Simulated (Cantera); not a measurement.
An isothermal plug-flow reactor at 498 K and 0.810 bar (inlet), inlet velocity 0.58 m/s, active area per volume 310 1/m; feed 0.717 % H₂, 12.7 % O₂, 83.4 % N₂, 3.27 % H₂O, equivalence ratio 0.028.

Model: Deutschmann's 1995 Pt surface mechanism with GRI-Mech 3.0 gas chemistry, integrated in Cantera. Catalytic surfaces can have several steady states; this one follows from the mechanism file's or the stated starting coverage. Mass transfer to the wall is taken as infinitely fast.

**Question.** Predict: x(H₂) at z = 0.065 m; x(O₂) at z = 0.065 m; x(H₂O) at z = 0.065 m; θ(free Pt) at the exit; θ(O*) at the exit; θ(OH*) at the exit.

**Answer.** 
| Item | Result |
|---|---|
| x(H₂) at z = 0.065 m | 8.90e-5 |
| x(O₂) at z = 0.065 m | 0.124 |
| x(H₂O) at z = 0.065 m | 0.0399 |
| θ(free Pt) at the exit | 0.00105 |
| θ(O*) at the exit | 0.991 |
| θ(OH*) at the exit | 0.00763 |
